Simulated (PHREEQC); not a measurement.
## Copper plating or etch bath (model solution)

Dissolve 0.0079 mol CuSO4, 0.014 mol H2SO4 and 0.0025 mol H3BO3 per kg of water at 50 °C. Closed to the air; pH follows from the charge balance.

Model: ion-association model, wateq4f.dat, run in PHREEQC.

No solid was allowed to form.

What pH does the model give?

pH 1.85.

In which forms is Cu present?

Cu+2 69 %, CuSO4 31 % of the Cu.

Species that the database lacks are ignored. At this temperature some constants are extrapolated from 25 °C, and those without enthalpy data are left unchanged.
